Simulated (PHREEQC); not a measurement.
Consider water at 31 °C with 3 mmol/kgw NiSO4, 3.6 mmol/kgw MgSO4, 91 mmol/kgw NaHCO3 and 3.3 mmol/kgw Na2SO4. Closed to the air; pH follows from the charge balance.

All values are PHREEQC results (ion-association model, wateq4f.dat), not measurements.

Each row changes one thing in this solution. Precipitation was switched off in this run.

| case | pH | ionic strength (mol/kgw) | Na+ (mol/kgw) | HCO3- (mol/kgw) | SO4-2 (mol/kgw) | CO2 (mol/kgw) | SI of Magnesite (MgCO3) | SI of Nahcolite (NaHCO3) |
|---|---|---|---|---|---|---|---|---|
| as made | 7.46 | 0.110 | 0.0936 | 0.0789 | 0.00791 | 0.00443 | +1.00 | -1.86 |
| NaHCO3 from 0.091 to 0.137 mol/kgw | 7.53 | 0.153 | 0.136 | 0.120 | 0.00771 | 0.00552 | [?] | -1.53 |
| temperature from 31 to 85 °C | [?] | 0.106 | 0.0921 | 0.0755 | 0.00733 | 0.00619 | +1.47 | [?] |
| 0.024 mol/kgw KCl added | [?] | 0.134 | 0.0938 | 0.0789 | 0.00765 | 0.00444 | +0.98 | -1.87 |
| NiSO4 left out | [?] | 0.107 | 0.0934 | 0.0842 | 0.00551 | 0.00166 | +1.49 | -1.83 |

Task: Some entries are withheld; supply them.

Result: 
- NaHCO3 from 0.091 to 0.137 mol/kgw, SI of Magnesite (MgCO3): +1.18
- temperature from 31 to 85 °C, pH: 7.32
- temperature from 31 to 85 °C, SI of Nahcolite (NaHCO3): -2.31
- 0.024 mol/kgw KCl added, pH: 7.45
- NiSO4 left out, pH: 7.92

Some of these states are supersaturated (in Magnesite (slow to form), for instance). In wateq4f.dat the enthalpy of Ni(OH)2 has the wrong sign, so its saturation index can't be trusted away from 25 °C. At this temperature some constants are extrapolated from 25 °C, and those without enthalpy data are left unchanged. The database's nickel carbonate constants are estimates that later reviews lower a good deal.
